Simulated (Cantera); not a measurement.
# Silicon epitaxy and polysilicon growth: Si3H8 + H2

Feed: 1 mol Si3H8, 65 mol H2, at 1.73 Torr.

Equilibrium computed with Cantera from the NASA thermochemical tables; the gas is ideal and each condensed phase is pure. Candidate condensed phases: Si; 9 gas species. The feed counts by its element totals alone. Gases not in the tables: Si2H6 and higher silanes. Kinetics and transport are ignored.

From 898 K to 1598 K the condensed part is Si(s). From 1698 K to 1798 K the condensed part is Si(l).

| T (K) | x H2 | x H | x Si | x SiH | x SiH2 | x Si2 | n Si(s) | n Si(l) |
|---|---|---|---|---|---|---|---|---|
| 898 | 1.00 | 2.28e-9 | <1e-12 | <1e-12 | 3.45e-12 | <1e-12 | 3.00 | 0 |
| 998 | 1.00 | 4.49e-8 | <1e-12 | <1e-12 | 8.84e-11 | <1e-12 | 3.00 | 0 |
| 1098 | 1.000 | 5.16e-7 | 9.40e-12 | 1.38e-11 | 1.25e-9 | <1e-12 | 3.00 | 0 |
| 1198 | 1.000 | 3.96e-6 | 5.60e-10 | 4.08e-10 | 1.14e-8 | <1e-12 | 3.00 | 0 |
| 1298 | 1.000 | 2.23e-5 | 1.77e-8 | 7.11e-9 | 7.39e-8 | 4.24e-12 | 3.00 | 0 |
| 1398 | 1.000 | 9.87e-5 | 3.39e-7 | 8.19e-8 | 3.66e-7 | 1.98e-10 | 3.00 | 0 |
| 1498 | 1.000 | 0.000358 | 4.36e-6 | 6.77e-7 | 1.46e-6 | 5.50e-9 | 3.00 | 0 |
| 1598 | 0.999 | 0.00111 | 4.07e-5 | 4.28e-6 | 4.89e-6 | 1.00e-7 | 3.00 | 0 |
| 1698 | 0.997 | 0.00301 | 0.000286 | 2.13e-5 | 1.39e-5 | 1.24e-6 | 0 | 2.98 |
| 1798 | 0.991 | 0.00731 | 0.00134 | 7.35e-5 | 2.93e-5 | 8.05e-6 | 0 | 2.90 |
x: gas mole fraction; n: condensed amount in mol.
